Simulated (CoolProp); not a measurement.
Vapour-liquid equilibrium of R134a (1) + n-butane (2) at 306.4 K; x and y are mole fractions of (1).

Computed with CoolProp (multi-fluid Helmholtz-energy mixture model, Tillner-Roth 1994 and Bücker 2006; pair parameters Bell 2016).

```
x     bubble pressure, mixture model (MPa)  bubble pressure, Raoult's law (MPa)  y, mixture model  y, Raoult's law
----  ------------------------------------  -----------------------------------  ----------------  ---------------
0.05                                0.4544                               0.3387             0.318            0.125
0.2                                 0.7000                               0.4186             0.580            0.404
0.35                                0.8015                               0.4985             0.654            0.593
0.5                                 0.8509                               0.5784             0.697            0.730
0.65                                0.8822                               0.6583             0.739            0.834
0.8                                 0.8978                               0.7382             0.804            0.915
0.95                                0.8726                               0.8181             0.929            0.981
```

The largest gap from Raoult's law is +67.2 % in bubble pressure, at x = 0.2. y crosses x between x = 0.8 and 0.95: the model has an azeotrope there.

The pair parameters rest on a limited set of measurements; away from them the model extrapolates. With so large a gap from Raoult's law the liquid may split in two, which this calculation doesn't test in full.
